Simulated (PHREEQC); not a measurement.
A solution holds 0.1 mol/kgw CaCl2, 0.0001 mol/kgw Sr(OH)2 and 0.00024 mol/kgw H2SO4, at 74 °C. Closed to the air; pH follows from the charge balance.

Equilibrium calculation in PHREEQC: ion-association model, phreeqc.dat.

No solid was allowed to form.

Q: Estimate the pH.

A: pH 3.67.

Q: In which forms is S present?

A: CaSO4 56 %, SO4-2 43 %, HSO4- 1.0 % of the S.

Complexes and solids missing from the database can't appear. Constants without temperature data keep their 25 °C values here.
